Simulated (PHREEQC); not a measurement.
PHREEQC input (ion-association model, phreeqc.dat):

```
SOLUTION_MASTER_SPECIES
  Amm  AmmH+  0  AmmH  17.031  # ammonia with no redox link, constants of NH4+
SOLUTION_SPECIES
  AmmH+ = AmmH+
    -log_k 0
    -gamma 2.5 0
    -dw 1.98e-9
  AmmH+ = Amm + H+
    -log_k -9.252
    -delta_h 12.48 kcal
    -analytic 0.6322 -0.001225 -2835.76
    -dw 2.28e-9
  AmmH+ + SO4-2 = AmmHSO4-
    -log_k 1.11
PHASES
  Amm(g)
    Amm = Amm
    -log_k 1.7966
    -analytic -18.758 3.3670e-4 2.5113e3 4.8619 39.192
    -T_c 405.6
    -P_c 111.3
    -Omega 0.25
EXCHANGE_SPECIES
  AmmH+ + X- = AmmHX
    -log_k 0.6
    -gamma 2.5 0
    -delta_h -2.4
SOLUTION 0
  temp 15
  units mmol/kgw
  pH 7 charge
  Br 4
  K 4
  S(6) 0.91
  Mg 0.55
  Na 0.72
  Cl 0.01
  O(0) 1 O2(g) -0.68
SOLUTION 1-40
  temp 15
  units mmol/kgw
  pH 7 charge
  Cl 1.11
  Amm 1.1
  O(0) 1 O2(g) -0.68
END
EXCHANGE 1-40
  X 0.0024
  -equilibrate 1
END
SELECTED_OUTPUT 1
  -reset false
  -pH true
  -pe true
  -ionic_strength true
  -water true
  -step true
  -totals Amm Br Cl K Mg Na S S(-2) S(6)
  -molalities AmmHX KX MgX2 NaX
  -saturation_indices Halite Sylvite
PRINT
  -reset false
TRANSPORT
  -cells 40
  -shifts 120
  -lengths 0.025
  -time_step 60
  -dispersivities 0.08
  -boundary_conditions flux flux
  -correct_disp true
  -punch_cells 40
  -punch_frequency 4
END
# ... the last block is repeated for the other 30 points of pore volumes
```

Selected output (columns that matter, 20 of 31 rows; pore volumes added in front):

```
pore volumes	pH	mu	Amm	Br	Cl	K	Mg	Na	S	m_KX	m_MgX2	m_NaX	si_Halite	si_Sylvite
0	5.0139	0.00111	0.0011	0	0.00111	0	0	0	0	0	0	0	-1000	-1000
0.2125	5.0139	0.0011101	0.0011	3.3048e-08	0.00111	1.531e-20	0	8.9753e-12	7.5185e-09	4.3187e-20	0	4.7563e-12	-15.595	-23.65
0.3125	5.014	0.0011171	0.001106	5.0914e-06	0.0011086	2.0752e-14	0	1.735e-08	1.1583e-06	5.8221e-14	0	9.1449e-09	-12.31	-17.519
0.5125	5.0169	0.0014281	0.0013593	0.00022712	0.0010475	3.3947e-08	0	8.6259e-06	5.167e-05	7.7391e-08	0	3.6947e-06	-9.6418	-11.334
0.6125	5.0207	0.0018706	0.001702	0.00054366	0.00096049	1.6435e-06	0	3.7823e-05	0.00012368	2.9786e-06	0	1.2879e-05	-9.0426	-9.6916
0.8125	5.0297	0.0031332	0.0025214	0.0014499	0.00071128	0.00010758	4.6324e-24	0.00018183	0.00032985	0.00012362	1.563e-22	3.9267e-05	-8.5026	-8.0178
0.9125	5.034	0.0037893	0.0027688	0.001922	0.00058146	0.00032271	1.821e-19	0.00027637	0.00043725	0.0003084	4.2142e-18	4.9638e-05	-8.4133	-7.6333
1.1125	5.041	0.0048974	0.0027034	0.002719	0.00036229	0.0011541	3.3738e-13	0.00045089	0.00061856	0.00083346	4.4023e-12	6.1207e-05	-8.4135	-7.2929
1.3125	5.0461	0.0056558	0.0021721	0.0032627	0.00021276	0.0022021	1.6434e-09	0.00057576	0.00074226	0.0013265	1.4802e-08	6.5197e-05	-8.543	-7.2481
1.4125	5.048	0.0059187	0.0018608	0.0034504	0.00016113	0.0026913	2.9382e-08	0.00061941	0.00078497	0.0015226	2.3282e-07	6.5876e-05	-8.6334	-7.2833
1.6125	5.0506	0.006274	0.0012869	0.0037022	9.1902e-05	0.0034999	1.8685e-06	0.00067796	0.00084225	0.0018002	1.2195e-05	6.5556e-05	-8.84	-7.415
1.7125	5.0515	0.0063928	0.0010432	0.0037828	6.9724e-05	0.003807	8.6118e-06	0.00069633	0.00086059	0.0018468	4.9946e-05	6.3507e-05	-8.9489	-7.4991
1.9125	5.0528	0.0065876	0.0006453	0.0038861	4.1328e-05	0.0041734	7.5119e-05	0.00071668	0.00088408	0.0016077	0.00027447	5.1905e-05	-9.1646	-7.6873
2.1125	5.0535	0.006766	0.00037173	0.003941	2.6214e-05	0.0042307	0.00021287	0.00072225	0.00089659	0.0012925	0.00048927	4.1483e-05	-9.3598	-7.88
2.2125	5.0537	0.0068376	0.00027884	0.0039577	2.1622e-05	0.0042118	0.00027832	0.00072284	0.00090039	0.0011956	0.00055243	3.8576e-05	-9.4435	-7.966
2.4125	5.054	0.0069407	0.00015585	0.0039784	1.5938e-05	0.0041584	0.00037878	0.00072274	0.00090509	0.0010783	0.00062765	3.5235e-05	-9.5765	-8.1045
2.5125	5.0541	0.0069761	0.00011639	0.0039846	1.4235e-05	0.0041333	0.00041485	0.00072248	0.0009065	0.0010424	0.00065035	3.4256e-05	-9.6259	-8.1564
2.7125	5.0542	0.0070247	6.4909e-05	0.0039922	1.2147e-05	0.0040921	0.00046597	0.00072187	0.00090822	0.0009954	0.00067971	3.3013e-05	-9.6953	-8.2298
2.8125	5.0542	0.007041	4.8485e-05	0.0039944	1.1527e-05	0.0040759	0.00048372	0.00072159	0.00090874	0.00097989	0.00068926	3.2614e-05	-9.7184	-8.2544
3.0125	5.0543	0.0070634	2.7073e-05	0.0039972	1.077e-05	0.0040512	0.00050867	0.00072112	0.00090936	0.00095857	0.00070221	3.2078e-05	-9.7482	-8.2866
```

Species that the database lacks are ignored.
